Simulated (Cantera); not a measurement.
A perfectly stirred reactor is fed with CH₄ : O₂ : N₂ : H₂O = 1 : 3.28 : 12.3 : 1.7 (molar parts), equivalence ratio 0.61, at 0.257 atm; it is adiabatic with a 650 K inlet, and is followed from long to short residence time, starting on the burning branch (τ in s: 0.2, 0.089, 0.039, 0.017, 0.0075, 0.0033, 0.0014, 0.00063, 0.00028, 0.00012, 5.3e-05, 2.3e-05, 1e-05).

Computed with Cantera and GRI-Mech 3.0 (53 species, 325 reactions).

Predict: blow-out, bracketed by the residence times tried; x(CH₄) at τ = 0.200 s; x(O₂) at τ = 0.200 s; x(H₂O) at τ = 0.200 s; x(CH₂O) at τ = 0.200 s; x(CH₄) at τ = 1.40 ms; x(O₂) at τ = 1.40 ms; x(H₂O) at τ = 1.40 ms; x(CH₂O) at τ = 1.40 ms; x(C₂H₄) at τ = 1.40 ms.


```json
{
 "blow_out_bracketed_by_the_residence_times_tried": "burning at 0.630 ms, out at 0.280 ms",
 "x(CH₄) at τ = 0.200 s": "8.27e-6",
 "x(O₂) at τ = 0.200 s": "0.0697",
 "x(H₂O) at τ = 0.200 s": "0.200",
 "x(CH₂O) at τ = 0.200 s": "9.53e-7",
 "x(CH₄) at τ = 1.40 ms": "0.000304",
 "x(O₂) at τ = 1.40 ms": "0.0749",
 "x(H₂O) at τ = 1.40 ms": "0.188",
 "x(CH₂O) at τ = 1.40 ms": "3.12e-5",
 "x(C₂H₄) at τ = 1.40 ms": "7.39e-8"
}
```
